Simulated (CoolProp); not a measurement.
Propylene along the isobar 718 kPa: Z from the reference equation and from simpler models built on Tc = 91.1 °C, pc = 4555 kPa, ω = 0.146; each cubic takes its own stable root.

Values from CoolProp's reference Helmholtz-energy equation of state, Lemmon 2013.

| T (°C) | phase | reference | van der Waals | Redlich-Kwong | Soave-Redlich-Kwong | Peng-Robinson |
|---|---|---|---|---|---|---|
| -15.15 | liquid | 0.02478 | 0.8824 | 0.02709 | 0.02656 | ___ |
| 9.15 | gas | 0.8630 | 0.9068 | 0.8783 | 0.8724 | 0.8651 |
| 33.55 | gas | 0.8991 | 0.9245 | 0.9059 | 0.9025 | ___ |
| 57.95 | gas | 0.9227 | 0.9379 | 0.9256 | 0.9239 | 0.9174 |
| 82.35 | gas | 0.9391 | 0.9481 | 0.9401 | 0.9397 | 0.9336 |
| 106.75 | gas | 0.9512 | 0.9562 | 0.9511 | 0.9517 | 0.9460 |
| 131.15 | gas | 0.9603 | 0.9627 | 0.9596 | 0.9610 | 0.9556 |
| 155.55 | gas | 0.9674 | 0.9680 | 0.9663 | 0.9683 | ___ |
| 179.95 | gas | ___ | 0.9724 | 0.9717 | 0.9741 | 0.9694 |
| 204.25 | gas | 0.9775 | 0.9760 | 0.9761 | 0.9788 | 0.9744 |
| 228.65 | gas | 0.9812 | 0.9790 | 0.9797 | 0.9827 | 0.9785 |
| 253.05 | gas | 0.9842 | 0.9816 | 0.9826 | 0.9858 | 0.9819 |
| 277.45 | gas | 0.9868 | 0.9839 | 0.9851 | 0.9885 | 0.9848 |
| 301.85 | gas | 0.9889 | 0.9858 | 0.9872 | 0.9907 | 0.9872 |

Problem. Complete the blanks.

Solution. 
- -15.15, Peng-Robinson: 0.02345
- 33.55, Peng-Robinson: 0.8956
- 155.55, Peng-Robinson: 0.9633
- 179.95, reference: 0.9730

At some of these states van der Waals gives the other phase, because its saturation line lies elsewhere.
